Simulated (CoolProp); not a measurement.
Octamethylcyclotetrasiloxane (D4) at several states: density (kg/m³) from the reference equation and from simpler models built on Tc = 586.5 K, pc = 1.347 MPa, ω = 0.598; each cubic takes its own stable root.

Computed with CoolProp (reference Helmholtz-energy equation of state, Thol 2015).

```json
[
 {"T (K)": "585.2", "p (MPa)": "0.0114", "phase": "gas", "reference": "0.6971", "Redlich-Kwong": "0.6970", "Peng-Robinson": "0.6972"},
 {"T (K)": "369.2", "p (MPa)": "0.039", "phase": "liquid", "reference": "868.0", "Redlich-Kwong": "3.911", "Peng-Robinson": "882.8"},
 {"T (K)": "422.2", "p (MPa)": "0.0229", "phase": "gas", "reference": "1.976", "Redlich-Kwong": "1.964", "Peng-Robinson": "1.973"},
 {"T (K)": "314.8", "p (MPa)": "0.169", "phase": "liquid", "reference": "931.9", "Redlich-Kwong": "779.7", "Peng-Robinson": "929.5"}
]
```

At some of these states Redlich-Kwong gives the other phase, because its saturation line lies elsewhere.
